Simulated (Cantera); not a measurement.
Input: 1 mol Si, 0.56 mol HCl, a varied amount of H2, equilibrated at 977 °C and 10000 Pa.

Cantera equilibrium calculation (NASA polynomials, part measured and part estimated; ideal gas, pure solids and liquids). Candidate condensed phases: Si; 19 gas species. Equilibrium is a limit: real reactors are often held back by kinetics, nucleation or transport.

What share of the Si ends up in condensed phases as a function of n(H2) (mol), at 2.1, 3.1, 4.2, 5.2, 6.3, 7.4, 8.4, 9.5?


| n(H2) (mol) | Si condensed (%) | as |
|---|---|---|
| 2.1 | 87.8 | Si(s) |
| 3.1 | 88.8 | Si(s) |
| 4.2 | 89.7 | Si(s) |
| 5.2 | 90.5 | Si(s) |
| 6.3 | 91.3 | Si(s) |
| 7.4 | 92.0 | Si(s) |
| 8.4 | 92.5 | Si(s) |
| 9.5 | 93.0 | Si(s) |
